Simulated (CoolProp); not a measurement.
A single-stage vapour-compression cycle with R124: evaporating at 317.15 K (dew point), condensing at 366.15 K (bubble point), superheat 10 K, subcooling 2 K, compressor efficiency 0.6, no pressure losses. Each further row changes one setting.

Computed with CoolProp (reference Helmholtz-energy equation of state, de Vries 1995).

```
case                              cooling COP  pressure ratio  discharge temperature (K)  refrigerating effect (kJ/kg)  volumetric capacity (kJ/m³)
--------------------------------  -----------  --------------  -------------------------  ----------------------------  ---------------------------
as stated                                2.65            3.13                      383.2                          83.3                         3210
evaporating temperature 322.15 K         3.10            2.74                      382.3                          86.0                         3780
condensing temperature 361.15 K          3.13            2.82                      377.8                          90.3                         3480
subcooling 7 K                           2.88            3.13                      383.2                          90.5                         3490
superheat 20 K                           2.75            3.13                      393.0                          91.9                         3370
compressor efficiency 0.5                2.21            3.13                      389.0                          83.3                         3210
```
